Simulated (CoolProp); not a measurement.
Vapour pressure (MPa) of R236EA: the reference equation beside estimates from Tc = 412.4 K, pc = 3.414 MPa, ω = 0.368. Clausius-Clapeyron is anchored at 340.7 K with a constant enthalpy of vaporisation of 19.74 kJ/mol.

Values from CoolProp's reference Helmholtz-energy equation of state, Rui 2013.

```json
[
 {"T (K)": "312.5", "reference": "0.3307", "Lee-Kesler": "0.3323", "Clausius-Clapeyron": "0.3922", "van der Waals": "1.013", "Redlich-Kwong": "0.5633", "Soave-Redlich-Kwong": "0.3326", "Peng-Robinson": "0.3296"},
 {"T (K)": "319.6", "reference": "0.4105", "Lee-Kesler": "0.4127", "Clausius-Clapeyron": "0.4644", "van der Waals": "1.128", "Redlich-Kwong": "0.6666", "Soave-Redlich-Kwong": "0.4137", "Peng-Robinson": "0.4092"},
 {"T (K)": "326.6", "reference": "0.5028", "Lee-Kesler": "0.5055", "Clausius-Clapeyron": "0.5445", "van der Waals": "1.249", "Redlich-Kwong": "0.7808", "Soave-Redlich-Kwong": "0.5076", "Peng-Robinson": "0.5015"},
 {"T (K)": "333.6", "reference": "0.6100", "Lee-Kesler": "0.6132", "Clausius-Clapeyron": "0.6343", "van der Waals": "1.377", "Redlich-Kwong": "0.9078", "Soave-Redlich-Kwong": "0.6168", "Peng-Robinson": "0.6089"},
 {"T (K)": "340.7", "reference": "0.7357", "Lee-Kesler": "0.7390", "Clausius-Clapeyron": "0.7357", "van der Waals": "1.516", "Redlich-Kwong": "1.050", "Soave-Redlich-Kwong": "0.7449", "Peng-Robinson": "0.7350"},
 {"T (K)": "347.7", "reference": "0.8778", "Lee-Kesler": "0.8811", "Clausius-Clapeyron": "0.8465", "van der Waals": "1.661", "Redlich-Kwong": "1.205", "Soave-Redlich-Kwong": "0.8898", "Peng-Robinson": "0.8779"},
 {"T (K)": "354.7", "reference": "1.040", "Lee-Kesler": "1.043", "Clausius-Clapeyron": "0.9687", "van der Waals": "1.814", "Redlich-Kwong": "1.375", "Soave-Redlich-Kwong": "1.055", "Peng-Robinson": "1.041"},
 {"T (K)": "361.8", "reference": "1.226", "Lee-Kesler": "1.228", "Clausius-Clapeyron": "1.105", "van der Waals": "1.978", "Redlich-Kwong": "1.563", "Soave-Redlich-Kwong": "1.245", "Peng-Robinson": "1.229"},
 {"T (K)": "368.8", "reference": "1.433", "Lee-Kesler": "1.435", "Clausius-Clapeyron": "1.251", "van der Waals": "2.149", "Redlich-Kwong": "1.764", "Soave-Redlich-Kwong": "1.455", "Peng-Robinson": "1.438"},
 {"T (K)": "375.8", "reference": "1.666", "Lee-Kesler": "1.667", "Clausius-Clapeyron": "1.411", "van der Waals": "2.328", "Redlich-Kwong": "1.982", "Soave-Redlich-Kwong": "1.692", "Peng-Robinson": "1.673"},
 {"T (K)": "382.9", "reference": "1.931", "Lee-Kesler": "1.931", "Clausius-Clapeyron": "1.586", "van der Waals": "2.519", "Redlich-Kwong": "2.221", "Soave-Redlich-Kwong": "1.959", "Peng-Robinson": "1.940"},
 {"T (K)": "389.9", "reference": "2.223", "Lee-Kesler": "2.223", "Clausius-Clapeyron": "1.773", "van der Waals": "2.717", "Redlich-Kwong": "2.474", "Soave-Redlich-Kwong": "2.252", "Peng-Robinson": "2.234"},
 {"T (K)": "397", "reference": "2.553", "Lee-Kesler": "2.554", "Clausius-Clapeyron": "1.977", "van der Waals": "2.926", "Redlich-Kwong": "2.749", "Soave-Redlich-Kwong": "2.581", "Peng-Robinson": "2.566"},
 {"T (K)": "404", "reference": "2.916", "Lee-Kesler": "2.919", "Clausius-Clapeyron": "2.193", "van der Waals": "3.142", "Redlich-Kwong": "3.039", "Soave-Redlich-Kwong": "2.938", "Peng-Robinson": "2.928"}
]
```

Absolute difference from the reference over all 14 rows, mean and median: Lee-Kesler 0.3 and 0.2 %, Clausius-Clapeyron 12.7 and 12.9 %, van der Waals 82.2 and 67.9 %, Redlich-Kwong 32.6 and 29.8 %, Soave-Redlich-Kwong 1.2 and 1.3 %, Peng-Robinson 0.3 and 0.3 %.
